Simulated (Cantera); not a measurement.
A perfectly stirred reactor is fed with 9.17 % NO, 90.8 % N2, at 100000 Pa; it is held at 1625 K, and followed from long to short residence time.

Detailed kinetics in Cantera: GRI-Mech 3.0 (53 species, 325 reactions).

x: mole fraction; the columns are a selection and need not sum to one.

```tsv
τ (s)	x NO	x N2	x O	x N2O	x NO2	x O2
10	0.0854	0.911	1.22e-6	2.74e-6	4.28e-5	0.00311
4.2	0.0889	0.910	…	2.96e-6	…	…
1.7	0.0905	0.909	7.13e-7	3.06e-6	2.62e-5	0.000570
0.70	0.0912	0.909	6.09e-7	3.09e-6	2.24e-5	0.000230
0.29	0.0915	0.908	…	3.05e-6	…	…
0.12	0.0916	0.908	4.86e-7	2.93e-6	1.77e-5	3.13e-5
0.048	0.0917	0.908	3.91e-7	2.65e-6	1.39e-5	8.24e-6
0.019	0.0917	0.908	2.46e-7	2.13e-6	8.26e-6	1.26e-6
0.0079	0.0917	0.908	1.24e-7	1.46e-6	3.61e-6	1.25e-7
0.0032	0.0917	0.908	5.98e-8	8.15e-7	1.30e-6	1.07e-8
```

**Question.** Some entries are withheld; supply them.

**Answer.** 
- 4.2, x O: 9.08e-7
- 4.2, x NO2: 3.30e-5
- 4.2, x O2: 0.00139
- 0.29, x O: 5.46e-7
- 0.29, x NO2: 2.00e-5
- 0.29, x O2: 8.94e-5
